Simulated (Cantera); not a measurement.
A closed system holds: 1 mol BF3, 12 mol H2, at 1550 K and 0.370 bar.

Equilibrium computed with Cantera from the NASA thermochemical tables; the gas is ideal and each condensed phase is pure. Candidate condensed phases: B; 20 gas species. The tables' values for BF2 are old estimates; treat these amounts as uncertain. Equilibrium is a limit: real reactors are often held back by kinetics, nucleation or transport.

Base state: H2 0.914, BF3 0.0681, HF 0.00881, BHF2 0.00741, BF2 0.00128, BF 5.56e-5, H 4.95e-5 (mole fractions); condensed: gas only.

Task: What changes in the equilibrium state with this change: 0.14 mol Cl2 added?

Result: 
| species | before | after |
|---|---|---|
| H2 | 0.914 | 0.894 |
| BF3 | 0.0681 | 0.0674 |
| HCl | 0 | 0.0213 |
| BHF2 | 0.00741 | 0.00728 |
| HF | 0.00881 | 0.00868 |
| H | 4.95e-5 | 4.90e-5 |
| BF2 | 0.00128 | 0.00128 |
| BF | 5.56e-5 | 5.54e-5 |
